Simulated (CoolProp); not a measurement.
Vapour-liquid equilibrium of propane (1) + R236EA (2) at 40.75 °C; x and y are mole fractions of (1).

Model: multi-fluid Helmholtz-energy mixture model, Lemmon 2009 and Rui 2013; pair parameters Bell 2016, in CoolProp.

```tsv
x	bubble pressure, mixture model (MPa)	bubble pressure, Raoult's law (MPa)	y, mixture model	y, Raoult's law
0.05	0.5025	0.3978	0.315	0.175
0.125	0.7018	0.4764	0.519	0.366
0.2	0.8581	0.5550	0.617	0.502
0.275	0.9771	0.6335	0.674	0.605
0.35	1.067	0.7121	0.711	0.685
0.425	1.135	0.7907	0.739	0.749
0.5	?	0.8693	0.761	0.801
0.575	1.235	0.9479	?	0.845
0.65	1.276	1.027	0.804	0.882
0.725	?	1.105	0.829	0.914
0.8	1.348	1.184	0.860	0.942
0.875	1.376	1.262	0.900	0.966
0.95	1.393	1.341	0.953	0.987
```

Task: Complete the blanks.

Result: 
- 0.5, bubble pressure, mixture model (MPa): 1.189
- 0.575, y, mixture model: 0.783
- 0.725, bubble pressure, mixture model (MPa): 1.314

The largest gap from Raoult's law is +54.6 % in bubble pressure, at x = 0.2. No azeotrope shows between x = 0.05 and 0.95.

Pair parameters are fitted to limited data, so mixtures are less certain than the pure fluids. With so large a gap from Raoult's law the liquid may split in two, which this calculation doesn't test in full.
